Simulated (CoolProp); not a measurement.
Vapour-liquid equilibrium of ethylbenzene (1) + n-nonane (2) at 0.0957 MPa; x and y are mole fractions of (1).

Values from CoolProp's multi-fluid Helmholtz-energy mixture model, Zhou 2012 and Lemmon 2006; pair parameters Bell 2016.

```tsv
x	bubble temperature (°C)	y at the bubble point	dew temperature at overall composition x (°C)	liquid density (mol/L)
0.05	147.4	0.079	147.8	4.851
0.125	145.6	0.189	146.6	4.988
0.2	143.9	0.288	145.4	5.131
0.275	142.4	0.378	144.2	5.279
0.35	141.0	0.458	142.9	5.435
0.425	139.8	0.532	141.6	5.597
0.5	138.7	0.599	140.3	5.768
0.575	137.7	0.662	139.1	5.948
0.65	136.8	0.722	137.9	6.137
0.725	136.1	0.781	136.8	6.338
0.8	135.4	0.838	135.8	6.550
0.875	134.8	0.897	135.0	6.775
0.95	134.3	0.957	134.4	7.014
```

No azeotrope shows between x = 0.05 and 0.95.

The pair parameters rest on a limited set of measurements; away from them the model extrapolates.
